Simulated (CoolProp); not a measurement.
Vapour-liquid equilibrium of carbon dioxide (1) + R143a (2) at 1.12 MPa; x and y are mole fractions of (1).

The numbers come from the multi-fluid Helmholtz-energy mixture model, Span 1996 and Lemmon and Jacobsen 2000; pair parameters Bell 2016 in CoolProp.

| x | bubble temperature (K) | y at the bubble point | dew temperature at overall composition x (K) | liquid density (mol/L) |
|---|---|---|---|---|
| 0.05 | 288.5 | 0.145 | 291.9 | 11.78 |
| 0.15 | 278.1 | 0.403 | 288.3 | 12.82 |
| 0.25 | [?] | 0.596 | 284.5 | 13.91 |
| 0.35 | [?] | 0.724 | 280.4 | 15.03 |
| 0.45 | 254.3 | 0.808 | 276.0 | 16.19 |
| 0.55 | 249.4 | 0.864 | [?] | 17.41 |
| 0.65 | [?] | [?] | 265.4 | 18.74 |
| 0.75 | 242.5 | 0.934 | [?] | 20.23 |
| 0.85 | 239.8 | [?] | 250.7 | 21.94 |
| 0.95 | 237.3 | 0.986 | [?] | 23.95 |

**Question.** Fill in the missing entries.

**Answer.** 
- 0.25, bubble temperature (K): 268.6
- 0.35, bubble temperature (K): 260.6
- 0.55, dew temperature at overall composition x (K): 271.1
- 0.65, bubble temperature (K): 245.6
- 0.65, y at the bubble point: 0.903
- 0.75, dew temperature at overall composition x (K): 258.8
- 0.85, y at the bubble point: 0.961
- 0.95, dew temperature at overall composition x (K): 240.9

No azeotrope shows between x = 0.05 and 0.95.

Pair parameters are fitted to limited data, so mixtures are less certain than the pure fluids. The gap from Raoult's law changes sign with composition, which may be real or a fault of the pair parameters; it wasn't checked against measurements.
